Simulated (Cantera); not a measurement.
# Ammonia decomposition in nitride growth gas

An isothermal, constant-pressure homogeneous reactor starts with 45.5 % NH3, 54.5 % H2, at 1850 K and 0.580 bar.

Computed with Cantera and the gas-phase N/H chemistry of the illustrative SiF4/NH3 mechanism in the Surface Chemkin manual (1991). Walls and surfaces, which speed up NH3 decomposition in real reactors, are not modelled.

```csv
t (s),x NH3,x H2,x N2,x N2H2,x H,x NH2,x N2H4
4.00e-6,0.455,0.545,<1e-12,1.28e-11,1.20e-6,2.63e-6,5.62e-12
3.00e-5,0.455,0.545,6.30e-10,1.91e-9,8.77e-6,1.99e-5,3.89e-10
0.000225,0.454,0.545,3.31e-6,1.56e-7,6.30e-5,0.000144,2.07e-8
0.00169,0.453,0.546,0.000538,1.12e-6,0.000145,0.000329,1.09e-7
0.0126,0.438,0.556,0.00539,1.07e-6,0.000149,0.000322,1.04e-7
0.0949,0.350,0.614,0.0358,7.81e-7,0.000178,0.000277,7.73e-8
0.711,0.0970,0.780,0.123,1.41e-7,0.000334,0.000114,1.30e-8
5.33,0.00357,0.841,0.155,7.82e-10,0.000633,7.36e-6,5.43e-11
40.0,0.000308,0.843,0.156,6.35e-12,0.000653,6.54e-7,<1e-12
300,3.91e-5,0.843,0.156,<1e-12,0.000654,8.30e-8,<1e-12
```
x: mole fraction; the columns are a selection and need not sum to one.

Equilibrium at this temperature and pressure: NH3 4.65e-6, H2 0.843, N2 0.156, N2H2 <1e-12, H 0.000654, NH2 9.87e-9, N2H4 <1e-12 (gas phase only).
